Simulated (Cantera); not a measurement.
A closed system holds: 1 mol SiH₂Cl₂, 1.1 mol C₂H₂, 3.2 mol H₂, 0.013 mol C₃H₈, at 1100 °C and 0.0133 bar.

Method: chemical equilibrium by Gibbs-energy minimisation in Cantera with the NASA 1993 tables (ideal gas, pure condensed phases). Candidate condensed phases: C, C₆H₆, C₇H₈, C₈H₁₈, Si, SiC; 109 gas species. The tables' values for SiCl₃ are old estimates; treat these amounts as uncertain. The numbers say what is thermodynamically allowed, not how fast it happens.

Base state: H₂ 0.689, HCl 0.308, SiCl₂ 0.00168, SiCl₄ 0.000531, SiCl₃ 0.000439, SiHCl₃ 7.52e-5, CH₄ 3.19e-5, H 2.39e-5 (mole fractions); condensed: C(graphite) + SiC(s).

**Question.** What changes in the equilibrium state with this change: C₂H₂ from 1.1 to 0.094 mol?

**Answer.** 
```json
[
 {"species": "H₂", "before": "0.689", "after": "0.748"},
 {"species": "HCl", "before": "0.308", "after": "0.149"},
 {"species": "SiCl₂", "before": "0.00168", "after": "0.0851"},
 {"species": "SiCl₃", "before": "0.000439", "after": "0.0103"},
 {"species": "CH₄", "before": "3.19e-5", "after": "1.59e-7"},
 {"species": "SiH₂Cl₂", "before": "1.57e-6", "after": "8.66e-5"},
 {"species": "SiHCl₃", "before": "7.52e-5", "after": "0.00184"},
 {"species": "SiCl₄", "before": "0.000531", "after": "0.00579"},
 {"species": "H", "before": "2.39e-5", "after": "2.49e-5"},
 {"species": "C(graphite), mol", "before": "1.26", "after": "0"},
 {"species": "SiC(s), mol", "before": "0.983", "after": "0.227"},
 {"species": "Si(s), mol", "before": "0", "after": "0.228"}
]
```
Mutual solubility and eutectic melting of coexisting phases are not modelled.

**Question.** What changes in the equilibrium state with this change: temperature from 1100 °C to 800 °C?

**Answer.** 
```json
[
 {"species": "H₂", "before": "0.689", "after": "0.746"},
 {"species": "HCl", "before": "0.308", "after": "0.230"},
 {"species": "SiCl₄", "before": "0.000531", "after": "0.0221"},
 {"species": "H", "before": "2.39e-5", "after": "1.05e-7"},
 {"species": "SiCl₂", "before": "0.00168", "after": "9.79e-5"},
 {"species": "C(graphite), mol", "before": "1.26", "after": "1.38"},
 {"species": "SiC(s), mol", "before": "0.983", "after": "0.855"}
]
```
